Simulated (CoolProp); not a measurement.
The fluid at 415.43 K and 3.57 MPa (gas) is heated at constant pressure to 494.3 K. The same conditions are run with several fluids, on thermodynamics alone (safety and materials aside).

Computed with CoolProp (reference Helmholtz-energy equation of state of each fluid (chloromethane (R40): Thol 2014; R143a: Lemmon and Jacobsen 2000; R22: Kamei 1995)).

**Question.** Rank chloromethane (R40), R143a, R22 by heat (kJ/kg), highest first.

**Answer.** R143a (107), chloromethane (R40) (102), R22 (73.8)

```json
[
 {"fluid": "chloromethane (R40)", "final density (kg/m³)": "49.4"},
 {"fluid": "R143a", "final density (kg/m³)": "80.3"},
 {"fluid": "R22", "final density (kg/m³)": "82.3"}
]
```
